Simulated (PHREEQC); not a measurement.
Model water analysis in mg/L, 20 °C, pH 6.21, pe 9.8:

| constituent | mg/L |
|---|---|
| Na | 0.513 |
| K | 4.43 |
| Ca | 26 |
| Mg | 2.51 |
| Cl | 27.4 |
| S(6) as SO4 | 31.6 |
| Alkalinity as HCO3 | 14.6 |
| Si as SiO2 | 0.0618 |
| B | 0.105 |
| O(0) (dissolved oxygen) | 0.0156 |

Valence states are taken as typed.

All values are PHREEQC results (ion-association model, wateq4f.dat), not measurements.

Q: The ionic strength comes out as 0.00263 mol/kgw. What activity coefficients do Cl-, HCO3-, K+, Na+, Ca+2 get?

A: Cl- 0.95, HCO3- 0.95, K+ 0.95, Na+ 0.95, Ca+2 0.80.

This is a speciation only: nothing precipitates in the calculation.
